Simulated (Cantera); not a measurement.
A closed system holds: 1 mol Al2O3, 8.7 mol H2O, at 2173 K and 33.0 Pa.

Cantera equilibrium calculation (NASA polynomials, part measured and part estimated; ideal gas, pure solids and liquids). Candidate condensed phases: Al, Al2O3, H2O; 19 gas species. Kinetics and transport are ignored.

Base state: H2O 0.618, H2 0.133, H 0.0969, O2 0.0604, OH 0.0603, O 0.0308, AlO2H 0.000121 (mole fractions); condensed: Al2O3(s).

Q: What changes in the equilibrium state with this change: pressure from 33.0 Pa to 62.0 Pa?

A: 
```csv
species,before,after
H2O,0.618,0.691
H2,0.133,0.117
H,0.0969,0.0664
O,0.0308,0.0208
O2,0.0604,0.0518
OH,0.0603,0.0524
AlO2H,0.000121,9.36e-5
"Al2O3(s), mol",0.999,0.999
```

Q: What changes in the equilibrium state with this change: 0.25 mol Cl2 added?

A: 
```json
[
 {"species": "H2O", "before": "0.618", "after": "0.584"},
 {"species": "H2", "before": "0.133", "after": "0.124"},
 {"species": "H", "before": "0.0969", "after": "0.0935"},
 {"species": "HCl", "before": "0", "after": "0.0296"},
 {"species": "Cl", "before": "0", "after": "0.0163"},
 {"species": "O2", "before": "0.0604", "after": "0.0623"},
 {"species": "OH", "before": "0.0603", "after": "0.0590"},
 {"species": "O", "before": "0.0308", "after": "0.0312"},
 {"species": "AlO2H", "before": "0.000121", "after": "0.000118"},
 {"species": "AlOCl", "before": "0", "after": "3.45e-5"},
 {"species": "Al2O3(s), mol", "before": "0.999", "after": "0.999"}
]
```
Further candidate phases: AlCl3.

Q: What changes in the equilibrium state with this change: temperature from 2173 K to 975 K?

A: 
```
species          before    after
-------------  --------  -------
H2O               0.618    1.000
H2                0.133  2.17e-6
O2               0.0604  1.07e-6
H                0.0969    <1e-9
O                0.0308    <1e-9
OH               0.0603  7.76e-8
AlO2H          0.000121    <1e-9
Al2O3(s), mol     0.999     1.00
```
